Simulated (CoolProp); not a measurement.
A Linde-Hampson liquefier for carbon monoxide: isothermal reversible compression at 290 K from 1 atm to 10 MPa, throttling to 1 atm, return gas leaving the recuperator 5 K below the feed. Each further row changes one setting.

Computed with CoolProp (reference Helmholtz-energy equation of state, Lemmon 2006). It is a short technical equation, of lower accuracy than the large ones.

```json
[
 {"case": "as stated", "liquid yield per pass": "___", "compression work (kJ/kg of gas)": "393"},
 {"case": "high pressure 20 MPa", "liquid yield per pass": "___", "compression work (kJ/kg of gas)": "___"},
 {"case": "warm-end temperature 320 K", "liquid yield per pass": "___", "compression work (kJ/kg of gas)": "___"},
 {"case": "warm-end gap 10 K", "liquid yield per pass": "___", "compression work (kJ/kg of gas)": "393"}
]
```

**Question.** Some entries are withheld; supply them.

**Answer.** 
- as stated, liquid yield per pass: 0.045
- high pressure 20 MPa, liquid yield per pass: 0.083
- high pressure 20 MPa, compression work (kJ/kg of gas): 453
- warm-end temperature 320 K, liquid yield per pass: 0.031
- warm-end temperature 320 K, compression work (kJ/kg of gas): 436
- warm-end gap 10 K, liquid yield per pass: 0.033
